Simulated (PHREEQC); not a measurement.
Solution (25 °C): 38 mmol/kgw H2SO4, 3.6 mmol/kgw FeSO4 and 31 mmol/kgw Na2SO4. Closed to the air; pH follows from the charge balance.

Computed with PHREEQC (ion-association model, wateq4f.dat).

This is a speciation only: nothing precipitates in the calculation.

Q: Order these S species by the share of S that they hold, largest first: NaSO4-, FeHSO4+, FeSO4, HSO4-, SO4-2.

A: HSO4- (53 %), SO4-2 (41 %), NaSO4- (4.0 %), FeSO4 (1.7 %), FeHSO4+ (0.47 %)

The pH is 1.52 and the ionic strength 0.132 mol/kgw.
